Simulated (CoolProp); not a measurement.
A simple Rankine cycle with R1336mzz(Z): condensing at 289.15 K, boiler at 0.256 MPa, turbine inlet 336.7 K, turbine efficiency 0.9, pump efficiency 0.6, no recuperator. Each further row changes one setting.

The numbers come from the reference Helmholtz-energy equation of state, McLinden 2020 in CoolProp.

| case | thermal efficiency (%) | net work (kJ/kg) | heat in (kJ/kg) | turbine exit temperature (K) | volume ratio over the turbine |
|---|---|---|---|---|---|
| as stated | (withheld) | (withheld) | 209 | (withheld) | 4.92 |
| turbine inlet 356.7 K | 10.3 | (withheld) | 229 | 326.6 | (withheld) |
| condensing temperature 281.15 K | 12.2 | 26.6 | 219 | 300.3 | (withheld) |
| boiler pressure 0.179 MPa | 8.3 | 17.6 | 211 | 313.7 | (withheld) |
| turbine efficiency 0.8 | 9.3 | 19.5 | 209 | (withheld) | 4.97 |

Question: Fill in the missing entries.

Answer: 
- as stated, thermal efficiency (%): 10.5
- as stated, net work (kJ/kg): 22.0
- as stated, turbine exit temperature (K): 306.3
- turbine inlet 356.7 K, net work (kJ/kg): 23.7
- turbine inlet 356.7 K, volume ratio over the turbine: 4.87
- condensing temperature 281.15 K, volume ratio over the turbine: 6.88
- boiler pressure 0.179 MPa, volume ratio over the turbine: 3.41
- turbine efficiency 0.8, turbine exit temperature (K): 309.1
